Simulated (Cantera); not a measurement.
## Premixed flame

A freely propagating, adiabatic, planar premixed flame of CH4 : H2 : O2 : N2 = 1 : 0.053 : 2.47 : 6.18 (molar parts), equivalence ratio 0.82, unburnt at 300 K and 0.420 bar; mixture-averaged transport, grid criteria slope 0.08 and curve 0.16, no radiation.

Model: GRI-Mech 3.0 (53 species, 325 reactions), integrated in Cantera. Burning velocities carry a grid error of a few per cent, more on coarse grids.

| z (mm) | T (K) | u (m/s) | x CH4 | x H2 | x O2 | x HO2 | x HCO | x C2H2 |
|---|---|---|---|---|---|---|---|---|
| -1.82 | 300 | 0.807 | 0.103 | 0.00564 | 0.255 | <1e-8 | <1e-8 | <1e-8 |
| -1.21 | 300 | 0.808 | 0.103 | 0.00622 | 0.254 | 8.43e-8 | <1e-8 | <1e-8 |
| -0.911 | 302 | 0.813 | 0.103 | 0.00740 | 0.254 | 1.12e-6 | <1e-8 | <1e-8 |
| -0.607 | 331 | 0.896 | 0.101 | 0.0108 | 0.252 | 2.44e-5 | <1e-8 | 1.52e-7 |
| -0.304 | 776 | 2.13 | 0.0757 | 0.0182 | 0.219 | 0.000161 | 5.12e-7 | 6.95e-6 |
| -0.152 | 1259 | 3.51 | 0.0430 | 0.0217 | 0.171 | 0.000205 | 1.94e-5 | 2.42e-5 |
| 0 | 1694 | 4.76 | 0.0114 | 0.0214 | 0.116 | 0.000186 | 9.19e-5 | 4.69e-5 |
| 0.152 | 1873 | 5.28 | 0.00115 | 0.0164 | 0.0819 | 3.62e-5 | 3.76e-5 | 1.06e-5 |
| 0.304 | 1918 | 5.39 | 6.44e-5 | 0.0132 | 0.0691 | 9.70e-6 | 3.27e-6 | 4.49e-7 |
| 0.607 | 1964 | 5.48 | 2.56e-7 | 0.0124 | 0.0619 | 6.95e-6 | 4.49e-8 | <1e-8 |
| 1.21 | 2025 | 5.62 | <1e-8 | 0.0119 | 0.0583 | 5.72e-6 | 1.90e-8 | <1e-8 |
| 2.43 | 2106 | 5.81 | <1e-8 | 0.0102 | 0.0558 | 4.45e-6 | 1.11e-8 | <1e-8 |
| 4.86 | 2195 | 6.02 | <1e-8 | 0.00793 | 0.0533 | 3.48e-6 | <1e-8 | <1e-8 |
x: mole fraction of selected species; z is measured from the peak of heat release.

The laminar burning velocity comes out as 80.7 cm/s, the thermal thickness comes out as 0.607 mm and the peak x(HO2) is 0.000241. The peak x(HCO) comes out as 9.32e-5 and the peak x(C2H2) comes out as 4.74e-5. The grid points comes out as 162.
